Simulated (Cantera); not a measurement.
Feed: 1 mol SF6, 5.2 mol H2, at 1400 K and 18.0 Pa.

Method: chemical equilibrium by Gibbs-energy minimisation in Cantera with the NASA 1993 tables (ideal gas, pure condensed phases). Candidate condensed phases: S; 24 gas species. The numbers say what is thermodynamically allowed, not how fast it happens.

Base state: HF 0.691, H2 0.248, S2 0.0545, H2S 0.00474, SH 0.00123, S 0.000204, H 0.000181 (mole fractions); condensed: gas only.

### Question
What changes in the equilibrium state with this change: pressure from 18.0 Pa to 0.450 bar?

### Answer
```json
[
 {"species": "HF", "before": "0.691", "after": "0.720"},
 {"species": "H2", "before": "0.248", "after": "0.175"},
 {"species": "H2S", "before": "0.00474", "after": "0.0888"},
 {"species": "S2", "before": "0.0545", "after": "0.0153"},
 {"species": "S", "before": "0.000204", "after": "2.17e-6"},
 {"species": "H", "before": "0.000181", "after": "3.03e-6"},
 {"species": "SH", "before": "0.00123", "after": "0.000549"}
]
```

### Question
What changes in the equilibrium state with this change: pressure from 18.0 Pa to 1.00 bar?

### Answer
```
species    before     after
-------  --------  --------
HF          0.691     0.724
H2          0.248     0.165
H2S       0.00474     0.100
S2         0.0545   0.00994
S        0.000204   1.17e-6
H        0.000181   1.98e-6
SH        0.00123  0.000429
```
